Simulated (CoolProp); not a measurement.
Vapour-liquid equilibrium of n-butane (1) + trans-2-butene (2) at 352.4 K; x and y are mole fractions of (1).

Model: multi-fluid Helmholtz-energy mixture model, Bücker 2006 and Lemmon 2005; pair parameters Bell 2016, in CoolProp.

| x | bubble pressure (MPa) | y at the bubble point | dew pressure at overall composition x (MPa) | liquid density (mol/L) |
|---|---|---|---|---|
| 0.05 | 0.9814 | 0.053 | 0.9812 | 9.324 |
| 0.2 | 0.9905 | 0.206 | 0.9902 | 9.199 |
| 0.35 | 0.9962 | 0.355 | 0.9961 | 9.080 |
| 0.5 | 0.9992 | 0.502 | 0.9991 | 8.968 |
| 0.65 | 0.9999 | 0.650 | 0.9999 | 8.862 |
| 0.8 | 0.9987 | 0.798 | 0.9987 | 8.760 |
| 0.95 | 0.9963 | 0.949 | 0.9963 | 8.661 |

y crosses x between x = 0.5 and 0.65: the model has an azeotrope there.

Pair parameters are fitted to limited data, so mixtures are less certain than the pure fluids.
